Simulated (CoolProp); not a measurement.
A Linde-Hampson liquefier for ethane: isothermal reversible compression at 320 K from 1 atm to 5 MPa, throttling to 1 atm, return gas leaving the recuperator 0 K below the feed. Each further row changes one setting.

The numbers come from the reference Helmholtz-energy equation of state, Bücker 2006 in CoolProp.

```tsv
case	liquid yield per pass	compression work (kJ/kg of gas)
as stated	[?]	315
high pressure 10 MPa	[?]	[?]
warm-end temperature 350 K	[?]	354
warm-end gap 5 K	[?]	315
```

Task: What belongs in the gaps?

Result: 
- as stated, liquid yield per pass: 0.175
- high pressure 10 MPa, liquid yield per pass: 0.433
- high pressure 10 MPa, compression work (kJ/kg of gas): 338
- warm-end temperature 350 K, liquid yield per pass: 0.112
- warm-end gap 5 K, liquid yield per pass: 0.165
